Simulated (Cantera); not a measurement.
Feed: 1 mol Fe2O3, 0.94 mol Cl2, at 1548 K and 16000 Pa.

These are equilibrium values from Cantera (NASA tables, ideal gas, pure condensed phases), not measurements of a reactor. Candidate condensed phases: Fe, FeCl2, FeCl3, FeO, Fe2O3, Fe3O4; 13 gas species. Rates play no part.

Base state: FeCl2 0.379, O2 0.369, FeCl3 0.112, Cl2 0.0824, Cl 0.0573, Fe2Cl4 0.000640, ClO 0.000323, Fe2Cl6 1.41e-5 (mole fractions); condensed: Fe2O3(s).

What changes in the equilibrium state with this change: pressure from 16000 Pa to 4200 Pa?


```csv
species,before,after
FeCl2,0.379,0.439
O2,0.369,0.403
Cl,0.0573,0.0754
FeCl3,0.112,0.0447
Cl2,0.0824,0.0374
Fe2Cl6,1.41e-5,5.94e-7
Fe2Cl4,0.000640,0.000226
O,1.16e-5,2.36e-5
ClO,0.000323,0.000227
"Fe2O3(s), mol",0.649,0.223
"Fe3O4(s), mol",0,0.258
```
Mutual solubility and eutectic melting of coexisting phases are not modelled.
